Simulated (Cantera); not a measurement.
Charge: 1 mol B2O3, 14 mol NH3, equilibrated at 875 K and 0.100 bar.

Cantera equilibrium calculation (NASA polynomials, part measured and part estimated; ideal gas, pure solids and liquids). Candidate condensed phases: B, BN, B2O3, B3O3H3, H2O; 39 gas species. Gases not in the tables: H3BO3. The numbers say what is thermodynamically allowed, not how fast it happens.

Base state: H2 0.748, N2 0.249, H2O 0.00220, NH3 4.82e-5 (mole fractions); condensed: BN(s) + B2O3(l).

Question: What changes in the equilibrium state with this change: temperature from 875 K to 1573.15 K?

Answer: 
| species | before | after |
|---|---|---|
| H2 | 0.748 | 0.741 |
| N2 | 0.249 | 0.248 |
| HBO2 | 1.91e-7 | 0.00573 |
| HBO | <1e-9 | 0.00219 |
| B2O3 | <1e-9 | 0.000900 |
| H | <1e-9 | 0.000111 |
| B2O2 | <1e-9 | 4.00e-5 |
| NH3 | 4.82e-5 | 1.60e-6 |
| BN(s), mol | 0.0411 | 0.0629 |
| B2O3(l), mol | 0.979 | 0.831 |
Mutual solubility and eutectic melting of coexisting phases are not modelled.
